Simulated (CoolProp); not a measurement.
Vapour-liquid equilibrium of propylene (1) + R134a (2) at 371 kPa; x and y are mole fractions of (1).

Values from CoolProp's multi-fluid Helmholtz-energy mixture model, Lemmon 2013 and Tillner-Roth 1994; pair parameters Bell 2016.

```tsv
x	bubble temperature (°C)	y at the bubble point	dew temperature at overall composition x (°C)	liquid density (mol/L)
0.05	2.1	0.176	5.5	12.59
0.15	-4.6	0.402	2.8	12.75
0.25	-8.8	0.529	0.0	12.85
0.35	-11.4	0.606	-3.0	12.91
0.45	-13.1	0.659	-6.2	12.95
0.55	-14.2	0.701	-9.6	13.01
0.65	-14.9	0.741	-12.8	13.08
0.75	-15.4	0.785	-15.1	13.17
0.85	-15.5	0.844	-15.5	13.28
0.95	-15.0	0.934	-14.9	13.41
```

y crosses x between x = 0.75 and 0.85: the model has an azeotrope there.

The pair parameters rest on a limited set of measurements; away from them the model extrapolates.
